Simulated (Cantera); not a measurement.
## Thermodynamics of chemical vapour transport, feed Al2O3 + HCl

Feed: 1 mol Al2O3, 2.3 mol HCl, at 1 atm.

Equilibrium computed with Cantera from the NASA thermochemical tables; the gas is ideal and each condensed phase is pure. Candidate condensed phases: Al, AlCl3, Al2O3, H2O; 29 gas species. Condensed phases not in the tables: AlOCl. Kinetics and transport are ignored.

| T (K) | x HCl | x H2O | x AlCl3 | x Cl | x H2 | x Cl2 | x H | n Al2O3(s) |
|---|---|---|---|---|---|---|---|---|
| 823 | 1.000 | 9.91e-5 | 6.60e-5 | 1.07e-8 | 4.79e-7 | 4.73e-7 | <1e-12 | 1.000 |
| 873 | 1.000 | 0.000170 | 0.000114 | 4.48e-8 | 1.06e-6 | 1.03e-6 | <1e-12 | 1.000 |
| 923 | 1.000 | 0.000276 | 0.000184 | 1.60e-7 | 2.15e-6 | 2.07e-6 | <1e-12 | 1.000 |
| 973 | 0.999 | 0.000424 | 0.000282 | 5.00e-7 | 4.09e-6 | 3.84e-6 | 2.17e-12 | 1.000 |
| 1023 | 0.999 | 0.000623 | 0.000416 | 1.40e-6 | 7.37e-6 | 6.67e-6 | 1.12e-11 | 1.000 |
| 1073 | 0.999 | 0.000883 | 0.000589 | 3.53e-6 | 1.27e-5 | 1.09e-5 | 4.96e-11 | 0.999 |
| 1123 | 0.998 | 0.00121 | 0.000807 | 8.19e-6 | 2.10e-5 | 1.69e-5 | 1.94e-10 | 0.999 |
| 1173 | 0.997 | 0.00161 | 0.00108 | 1.76e-5 | 3.37e-5 | 2.50e-5 | 6.80e-10 | 0.999 |
| 1223 | 0.996 | 0.00210 | 0.00140 | 3.53e-5 | 5.28e-5 | 3.52e-5 | 2.17e-9 | 0.998 |
| 1273 | 0.995 | 0.00267 | 0.00178 | 6.66e-5 | 8.10e-5 | 4.77e-5 | 6.38e-9 | 0.998 |
| 1323 | 0.994 | 0.00333 | 0.00222 | 0.000119 | 0.000122 | 6.23e-5 | 1.74e-8 | 0.997 |
| 1373 | 0.993 | 0.00408 | 0.00272 | 0.000203 | 0.000180 | 7.88e-5 | 4.44e-8 | 0.997 |
| 1423 | 0.991 | 0.00493 | 0.00328 | 0.000331 | 0.000262 | 9.68e-5 | 1.07e-7 | 0.996 |
x: gas mole fraction; n: condensed amount in mol.

From 823 K to 1423 K the condensed part is Al2O3(s). The main Al-bearing gas is AlCl3 throughout.
